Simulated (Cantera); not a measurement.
Input (Python, Cantera) and output of one run.

```python
import numpy as np
import cantera as ct

gas_names = """
    CL CL2 H HCL H2 N NH NH2 NH3 N2 N2H2 N2H4 Sr SrCL SrCL2
""".split()
cond_names = """
    NH4CL(a) NH4CL(b) Sr(a) Sr(b) Sr(L) SrCL2(a) SrCL2(b) SrCL2(L)
""".split()


def load(file, names, dense=False):
    # The tables refer to 1 bar. Condensed volumes are neglected.
    table = {s.name: s for s in ct.Species.list_from_file(file)}
    out = []
    for n in names:
        d = dict(table[n].input_data)
        d["thermo"] = dict(d["thermo"], **{"reference-pressure": 1e5})
        if dense:
            d["equation-of-state"] = {"model": "constant-volume", "density": "1e6 g/cm^3"}
        out.append(ct.Species.from_dict(d))
    return out


gas = ct.Solution(thermo="ideal-gas", species=load("nasa_gas.yaml", gas_names))
cond = {s.name: ct.Solution(thermo="fixed-stoichiometry", species=[s], name=s.name)
        for s in load("nasa_condensed.yaml", cond_names, dense=True)}
atoms = {
    'SrCl2': {'Sr': 1, 'CL': 2},
    'H2': {'H': 2},
    'N2': {'N': 2},
    'HCl': {'H': 1, 'CL': 1},
}
top_T = {}  # K; cautious upper limits of use, not melting points


def equilibrate(T, P, feed):
    n = {}
    for name, mol in feed.items():
        for a, k in atoms[name].items():
            n[a] = n.get(a, 0.0) + k * mol
    gas.TPX = T, P, n
    mass = sum(n.values()) * gas.mean_molecular_weight
    gas.equilibrate("TP")
    valid = [c for c in cond.values() if c.min_temp <= T <= top_T.get(c.name, c.max_temp)]
    mix = ct.Mixture([(gas, mass / gas.mean_molecular_weight)] + [(c, 0.0) for c in valid])
    mix.T, mix.P = T, P
    mix.equilibrate("TP", solver="vcs", rtol=1e-11, max_steps=5000)
    return mix


results = []
feed = {'SrCl2': 1, 'H2': 1, 'N2': 430, 'HCl': 1.1}  # mol
P = 70  # Pa
for T in [950, 1000, 1050, 1100, 1150, 1200, 1250, 1300, 1350, 1400]:
    mix = equilibrate(T, P, feed)
    results.append((T, P, feed, dict(zip(mix.species_names, mix.species_moles))))
    x = sorted(zip(gas.X, gas.species_names), reverse=True)
    print(f"T = {T:g} K  P = {P:g} Pa  gas = {mix.phase_moles(0):.4g} mol")
    print("   x: " + "  ".join(f"{s} {v:.3e}" for v, s in x if v > 0.001))
    print("   condensed (mol): " + ("  ".join(f"{mix.phase(i).name} {mix.phase_moles(i):.4g}"
          for i in range(1, mix.n_phases) if mix.phase_moles(i) > 1e-12) or "none"))
```

Result:

```
T = 950 K  P = 70 Pa  gas = 432.1 mol
   x: N2 9.951e-01  HCL 2.546e-03  H2 2.314e-03
   condensed (mol): SrCL2(a) 0.9998
T = 1000 K  P = 70 Pa  gas = 432.1 mol
   x: N2 9.951e-01  HCL 2.546e-03  H2 2.314e-03
   condensed (mol): SrCL2(b) 0.9987
T = 1050 K  P = 70 Pa  gas = 432.1 mol
   x: N2 9.951e-01  HCL 2.546e-03  H2 2.314e-03
   condensed (mol): SrCL2(b) 0.9918
T = 1100 K  P = 70 Pa  gas = 432.1 mol
   x: N2 9.950e-01  HCL 2.545e-03  H2 2.314e-03
   condensed (mol): SrCL2(b) 0.9556
T = 1150 K  P = 70 Pa  gas = 432.3 mol
   x: N2 9.947e-01  HCL 2.544e-03  H2 2.313e-03
   condensed (mol): SrCL2(L) 0.7967
T = 1200 K  P = 70 Pa  gas = 432.9 mol
   x: N2 9.934e-01  HCL 2.541e-03  H2 2.310e-03  SrCL2 1.753e-03
   condensed (mol): SrCL2(L) 0.2413
T = 1250 K  P = 70 Pa  gas = 433.1 mol
   x: N2 9.928e-01  HCL 2.539e-03  SrCL2 2.309e-03  H2 2.309e-03
   condensed (mol): none
T = 1300 K  P = 70 Pa  gas = 433.1 mol
   x: N2 9.928e-01  HCL 2.538e-03  SrCL2 2.309e-03  H2 2.309e-03
   condensed (mol): none
T = 1350 K  P = 70 Pa  gas = 433.1 mol
   x: N2 9.928e-01  HCL 2.536e-03  SrCL2 2.309e-03  H2 2.309e-03
   condensed (mol): none
T = 1400 K  P = 70 Pa  gas = 433.1 mol
   x: N2 9.928e-01  HCL 2.532e-03  SrCL2 2.309e-03  H2 2.308e-03
   condensed (mol): none
```

Method: chemical equilibrium by Gibbs-energy minimisation in Cantera with the NASA 1993 tables (ideal gas, pure condensed phases).
